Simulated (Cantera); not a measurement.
A Cantera script and its output.

```python
import numpy as np
import cantera as ct

surf = ct.Interface("diamond.yaml", "diamond_100")
gas, bulk = surf.adjacent["gas"], surf.adjacent["diamond"]
k = surf.kinetics_species_index(bulk.species_names[0])
cover = ["c6HH", "c6H*", "c6*H", "c6**", "c6HM", "c6B"]

rows, drift = [], 0.0
print(f"{'T':>10s}{'um/h':>11s}" + "".join(f"{s:>11s}" for s in cover))
for v in [900, 950, 1000, 1050, 1100, 1150, 1200, 1250, 1300, 1350, 1400]:
    T, P, xH, xCH3 = v, 1700, 0.0059, 0.00032
    gas.TPX = T, P, {"H": xH, "CH3": xCH3, "CH4": 0.011, "H2": 1 - xH - xCH3 - 0.011}
    surf.TP = bulk.TP = T, P
    surf.coverages = "c6H*:0.1, c6HH:0.9"
    surf.advance_coverages(100.0)
    before = surf.coverages
    surf.advance_coverages(100.0)
    drift = max(drift, np.max(np.abs(surf.coverages - before) / (surf.coverages + 1e-9)))
    rate = surf.net_production_rates[k] * bulk.mean_molecular_weight / bulk.density * 3.6e9
    rows.append([rate, *surf[cover].coverages])
    print(f"{v:10.4g}{rate:11.4e}" + "".join(f"{x:11.3e}" for x in rows[-1][1:]))
```

Output:

```
         T       um/h       c6HH       c6H*       c6*H       c6**       c6HM        c6B
       900 1.6013e+00  6.554e-01  9.915e-03  2.772e-01  4.096e-03  4.298e-02  4.345e-09
       950 2.0966e+00  6.155e-01  1.351e-02  3.204e-01  6.303e-03  3.396e-02  5.689e-09
      1000 2.5313e+00  5.763e-01  1.766e-02  3.612e-01  9.233e-03  2.592e-02  6.869e-09
      1050 2.6600e+00  5.395e-01  2.233e-02  3.994e-01  1.298e-02  1.784e-02  7.218e-09
      1100 2.2642e+00  5.051e-01  2.743e-02  4.343e-01  1.759e-02  1.010e-02  6.144e-09
      1150 1.5950e+00  4.721e-01  3.278e-02  4.644e-01  2.300e-02  4.585e-03  4.328e-09
      1200 1.1029e+00  4.403e-01  3.820e-02  4.888e-01  2.910e-02  1.807e-03  2.993e-09
      1250 8.9691e-01  4.108e-01  4.361e-02  5.079e-01  3.577e-02  6.794e-04  2.434e-09
      1300 8.6945e-01  3.840e-01  4.895e-02  5.228e-01  4.291e-02  2.551e-04  2.359e-09
      1350 8.7171e-01  3.602e-01  5.419e-02  5.342e-01  5.042e-02  9.595e-05  2.365e-09
      1400 7.6396e-01  3.393e-01  5.929e-02  5.426e-01  5.819e-02  3.578e-05  2.073e-09
```

Model: the Harris–Goodwin 1993 mechanism for the reconstructed diamond (100) surface, integrated in Cantera.
